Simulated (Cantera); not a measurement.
An adiabatic, constant-pressure homogeneous reactor starts with CH₃OH : O₂ : N₂ = 1 : 3.41 : 12.8 (molar parts), equivalence ratio 0.44, at 1325 K and 7.80 atm.

Model: GRI-Mech 3.0 (53 species, 325 reactions), integrated in Cantera. GRI-Mech 3.0 was tuned for natural gas; its chemistry of methanol as a main component is partial and can be far from experiment.

Question: Predict: time of steepest temperature rise; temperature at 0.600 s; equilibrium temperature; x(O₂) at 0.600 s; x(H₂) at 0.600 s; x(O) at 0.600 s; x(CO) at 0.600 s; x(H₂O) at 0.600 s.

Answer: 
| Quantity | Result |
|---|---|
| time of steepest temperature rise | 0.337 ms |
| temperature at 0.600 s | 2265 K |
| equilibrium temperature | 2265 K |
| x(O₂) at 0.600 s | 0.102 (gas-phase equilibrium 0.102) |
| x(H₂) at 0.600 s | 0.000210 (gas-phase equilibrium 0.000210) |
| x(O) at 0.600 s | 0.000462 (gas-phase equilibrium 0.000462) |
| x(CO) at 0.600 s | 0.000581 (gas-phase equilibrium 0.000581) |
| x(H₂O) at 0.600 s | 0.111 (gas-phase equilibrium 0.111) |
